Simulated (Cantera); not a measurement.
Feed: 1 mol Si, 1.4 mol HCl, 0.27 mol H2, equilibrated at 1.90 bar.

These are equilibrium values from Cantera (NASA tables, ideal gas, pure condensed phases), not measurements of a reactor. Candidate condensed phases: Si; 19 gas species. The tables' values for SiCl3 are old estimates; treat these amounts as uncertain. Kinetics and transport are ignored. All values below are at 575 °C.

Base state: H2 0.699, SiCl4 0.195, SiHCl3 0.0997, SiH2Cl2 0.00448, HCl 0.00221, SiCl3 0.000149, SiH3Cl 4.77e-5 (mole fractions); condensed: Si(s).

Task: What changes in the equilibrium state with this change: Si replaced by SiCl4?

Result: 
```
species      before     after
----------  -------  --------
HCl         0.00221     0.524
SiCl4         0.195     0.374
H2            0.699     0.101
SiHCl3       0.0997  0.000117
SiH2Cl2     0.00448   3.20e-9
SiH3Cl      4.77e-5     <1e-9
Si(s), mol    0.616         0
```
